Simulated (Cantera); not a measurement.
A closed system holds: 1 mol CH3F, 0.15 mol F2, equilibrated at 34.0 Pa.

Method: chemical equilibrium by Gibbs-energy minimisation in Cantera with the NASA 1993 tables (ideal gas, pure condensed phases). Candidate condensed phases: C, C6H6, C7H8, C8H18; 95 gas species. Equilibrium is a limit: real reactors are often held back by kinetics, nucleation or transport. All values below are at 450 °C.

Base state: HF 0.605, H2 0.395, CH4 0.000283 (mole fractions); condensed: C(graphite).

Q: What changes in the equilibrium state with this change: pressure from 34.0 Pa to 0.100 bar?

A: 
```csv
species,before,after
HF,0.605,0.636
H2,0.395,0.312
CH4,0.000283,0.0519
"C(graphite), mol",0.999,0.894
```
